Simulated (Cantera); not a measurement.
A Cantera script and its output.

```python
import numpy as np
import cantera as ct

gas = ct.Solution("gri30.yaml")
gas.TPX = 500, 100000, {'CH3OH': 1, 'O2': 1.53, 'N2': 5.66}
flame = ct.FreeFlame(gas, width=0.04)
flame.set_refine_criteria(ratio=3, slope=0.08, curve=0.16)
flame.transport_model = "mixture-averaged"
flame.solve(loglevel=0, auto=True)
z, T = flame.grid, flame.T
thick = (T[-1] - T[0]) / np.gradient(T, z).max()
show = ['CH3OH', 'O2', 'H', 'C2H2', 'CH3', 'C2H4']
print(f"laminar burning velocity  {flame.velocity[0] * 100:.3f} cm/s")
print(f"burnt temperature         {T[-1]:.1f} K")
print(f"thermal thickness         {thick * 1e3:.4f} mm")
print(f"grid points               {len(z)}")
z0 = z[flame.heat_release_rate.argmax()]
print(f"{'z/mm':>9s}{'T/K':>9s}{'u/(m/s)':>9s}" + "".join(f"{s:>11s}" for s in show))
rows = []
for k in (-3, -2, -1.5, -1, -0.5, -0.25, 0, 0.25, 0.5, 1, 2, 4, 8):
    zz = z0 + k * thick
    rows.append([k * thick, np.interp(zz, z, T), np.interp(zz, z, flame.velocity),
                 *(np.interp(zz, z, flame.X[gas.species_index(s)]) for s in show)])
    print(f"{rows[-1][0] * 1e3:9.3f}{rows[-1][1]:9.1f}{rows[-1][2]:9.3f}" + "".join(f"{x:11.3e}" for x in rows[-1][3:]))
```

Output:

```
laminar burning velocity  97.871 cm/s
burnt temperature         2323.7 K
thermal thickness         0.2859 mm
grid points               134
     z/mm      T/K  u/(m/s)      CH3OH         O2          H       C2H2        CH3       C2H4
   -0.858    500.1    0.980  1.219e-01  1.865e-01  2.069e-17  4.643e-12  1.935e-13  1.375e-11
   -0.572    501.6    0.986  1.216e-01  1.859e-01  6.064e-15  8.968e-11  1.655e-12  2.779e-10
   -0.429    508.8    1.004  1.209e-01  1.846e-01  7.482e-13  6.793e-10  1.159e-11  2.188e-09
   -0.286    562.1    1.121  1.172e-01  1.790e-01  5.537e-10  7.139e-09  3.552e-10  2.417e-08
   -0.143    890.7    1.833  9.004e-02  1.492e-01  1.347e-06  7.460e-08  2.425e-07  2.639e-07
   -0.071   1270.5    2.694  4.998e-02  1.137e-01  8.272e-05  1.891e-07  1.157e-05  6.710e-07
    0.000   1678.0    3.665  6.703e-03  7.360e-02  1.955e-03  3.768e-07  1.365e-04  1.138e-06
    0.071   1814.1    3.975  5.713e-05  4.932e-02  6.667e-03  1.476e-07  2.569e-05  1.799e-07
    0.143   1863.5    4.063  1.443e-07  3.717e-02  9.037e-03  1.154e-08  1.024e-06  6.169e-09
    0.286   1933.2    4.180  4.751e-11  2.881e-02  9.412e-03  2.980e-11  4.905e-09  5.901e-12
    0.572   2019.0    4.334  6.389e-15  2.414e-02  7.533e-03  1.647e-15  7.870e-13  1.031e-16
    1.144   2111.9    4.507  1.093e-16  2.045e-02  4.874e-03  1.097e-20  1.873e-15  9.954e-24
    2.287   2196.9    4.662  4.885e-17  1.691e-02  2.814e-03  6.780e-21  6.423e-16  1.954e-25
```

Model: GRI-Mech 3.0 (53 species, 325 reactions), integrated in Cantera. GRI-Mech 3.0 was tuned for natural gas; its chemistry of methanol as a main component is partial and can be far from experiment. Burning velocities carry a grid error of a few per cent, more on coarse grids.
